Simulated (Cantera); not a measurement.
Charge: 1 mol MgO, 1.5 mol CO, 4 mol H2, held at 43000 Pa.

Method: chemical equilibrium by Gibbs-energy minimisation in Cantera with the NASA 1993 tables (ideal gas, pure condensed phases). Candidate condensed phases: C, C6H6, C7H8, C8H18, H2O, Mg, MgCO3, MgO, Mg(OH)2; 116 gas species. Equilibrium is a limit: real reactors are often held back by kinetics, nucleation or transport.

What share of the Mg ends up in condensed phases as a function of T (°C), at 1600, 1675, 1750, 1825, 1900, 1975, 2050, 2125, 2200, 2275?


```tsv
T (°C)	Mg condensed (%)	as
1600	98.9	MgO(s)
1675	98.0	MgO(s)
1750	96.6	MgO(s)
1825	94.3	MgO(s)
1900	90.9	MgO(s)
1975	86.0	MgO(s)
2050	79.0	MgO(s)
2125	69.3	MgO(s)
2200	56.2	MgO(s)
2275	38.9	MgO(s)
```
